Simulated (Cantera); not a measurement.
A closed system holds: 1 mol Ta2O5, 4.7 mol H2, equilibrated at 1 atm.

Cantera equilibrium calculation (NASA polynomials, part measured and part estimated; ideal gas, pure solids and liquids). Candidate condensed phases: H2O, Ta, Ta2O5; 12 gas species. The numbers say what is thermodynamically allowed, not how fast it happens. All values below are at 1050 K.

Base state: H2 1.00 (mole fractions); condensed: Ta2O5(s).

**Question.** What changes in the equilibrium state with this change: Ta2O5 replaced by Nb2O5?

**Answer.** 
```json
[
 {"species": "H2", "before": "1.00", "after": "0.992"},
 {"species": "H2O", "before": "4.76e-7", "after": "0.00776"},
 {"species": "Ta2O5(s), mol", "before": "1.00", "after": "0"},
 {"species": "NbO2(s), mol", "before": "0", "after": "0.0730"},
 {"species": "Nb2O5(s), mol", "before": "0", "after": "0.964"}
]
```
Mutual solubility and eutectic melting of coexisting phases are not modelled. Condensed phases not in the tables: the oxides between NbO2 and Nb2O5. Further candidate phases: Nb, NbO, NbO2, Nb2O5.
